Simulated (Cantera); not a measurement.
**Equilibrium for silicon oxide and oxynitride deposition: SiH₂Cl₂ + O₂ + N₂**

Charge: 1 mol SiH₂Cl₂, 15 mol O₂, 42 mol N₂, held at 1.00 bar.

These are equilibrium values from Cantera (NASA tables, ideal gas, pure condensed phases), not measurements of a reactor. Candidate condensed phases: H₂O, NH₄Cl, Si, SiO₂, Si₂N₂O, Si₃N₄; 47 gas species. The tables hold silica as quartz up to 1696 K and as liquid above; real silica turns to tridymite and cristobalite and melts near 1996 K. The numbers say what is thermodynamically allowed, not how fast it happens.

From 800 °C to 1300 °C the condensed part is SiO₂(β-quartz).

```csv
T (°C),x N₂,x O₂,x HCl,x H₂O,x Cl₂,x Cl,n SiO₂(β-quartz)
800,0.727,0.239,0.0211,0.00675,0.00671,8.81e-5,1.00
850,0.726,0.239,0.0222,0.00617,0.00609,0.000156,1.00
900,0.726,0.239,0.0233,0.00566,0.00553,0.000263,1.00
950,0.726,0.239,0.0241,0.00523,0.00501,0.000424,1.00
1000,0.725,0.239,0.0248,0.00487,0.00454,0.000653,1.00
1050,0.725,0.239,0.0254,0.00457,0.00408,0.000970,1.00
1100,0.725,0.239,0.0258,0.00435,0.00365,0.00139,1.00
1150,0.725,0.239,0.0261,0.00419,0.00322,0.00192,1.00
1200,0.724,0.239,0.0263,0.00410,0.00281,0.00257,1.00
1250,0.724,0.239,0.0263,0.00408,0.00240,0.00334,1.00
1300,0.723,0.238,0.0262,0.00413,0.00202,0.00420,1.00
```
x: gas mole fraction; n: condensed amount in mol.
